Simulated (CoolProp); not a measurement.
A closed Brayton cycle with dry air: compressor inlet 324.15 K and 1.4 MPa, high pressure 3.68 MPa, turbine inlet 995 K, compressor efficiency 0.89, turbine efficiency 0.9, recuperator effectiveness 0.8 (on enthalpy, no pinch check). Each further row changes one setting.

Values from CoolProp's reference Helmholtz-energy equation of state, Lemmon 2000. It is a pseudo-pure fit of the blend.

```json
[
 {"case": "as stated", "thermal efficiency (%)": "35.0", "net work (kJ/kg)": "105", "compressor to turbine work": "0.53", "compressor exit (K)": "439.9", "turbine exit (K)": "798.3"},
 {"case": "turbine inlet 945 K", "thermal efficiency (%)": "33.5", "net work (kJ/kg)": "93.7", "compressor to turbine work": "0.56", "compressor exit (K)": "439.9", "turbine exit (K)": "756.7"},
 {"case": "compressor inlet 334.15 K", "thermal efficiency (%)": "34.1", "net work (kJ/kg)": "101", "compressor to turbine work": "0.54", "compressor exit (K)": "453.3", "turbine exit (K)": "798.3"},
 {"case": "high pressure 3.13 MPa", "thermal efficiency (%)": "33.7", "net work (kJ/kg)": "93.5", "compressor to turbine work": "0.50", "compressor exit (K)": "418.4", "turbine exit (K)": "828.4"},
 {"case": "recuperator effectiveness 0.5", "thermal efficiency (%)": "25.4", "net work (kJ/kg)": "105", "compressor to turbine work": "0.53", "compressor exit (K)": "439.9", "turbine exit (K)": "798.3"}
]
```
